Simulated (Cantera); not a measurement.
**Equilibrium for boron, boron nitride and boron oxide: BF3 + NH3 + H2**

Charge: 1 mol BF3, 2.4 mol NH3, a varied amount of H2, held at 975 K and 1.33 mbar.

Method: chemical equilibrium by Gibbs-energy minimisation in Cantera with the NASA 1993 tables (ideal gas, pure condensed phases). Candidate condensed phases: B, BN; 31 gas species. Rates play no part.

```tsv
n(H2) (mol)	log p H2	log p N2	log p BF3	log p HF	log p BHF2	log p NH3	log p BF2	n BN(s)
4.4	-2.98	-3.81	-3.90	-4.82	-7.49	-9.54	-9.91	0.0384
7.1	-2.96	-3.91	-4.01	-4.86	-7.53	-9.56	-9.96	0.0443
11	-2.94	-4.03	-4.12	-4.91	-7.58	-9.58	-10.02	0.0516
18	-2.92	-4.18	-4.28	-4.98	-7.64	-9.63	-10.10	0.0625
29	-2.90	-4.35	-4.45	-5.06	-7.72	-9.69	-10.19	0.0763
47	-2.89	-4.54	-4.64	-5.14	-7.81	-9.77	-10.28	0.0944
75	-2.89	-4.72	-4.84	-5.24	-7.91	-9.86	-10.38	0.116
120	-2.88	-4.92	-5.04	-5.34	-8.01	-9.95	-10.49	0.144
```
log p: log10 of the partial pressure in bar; n: condensed amount in mol.

From 4.4 mol H2 to 120 mol H2 the condensed part is BN(s). The main B-bearing gas is BF3 throughout. The share of B in condensed phases is highest at 120 mol H2 (14.4 %) and lowest at 4.4 mol H2 (3.8 %).
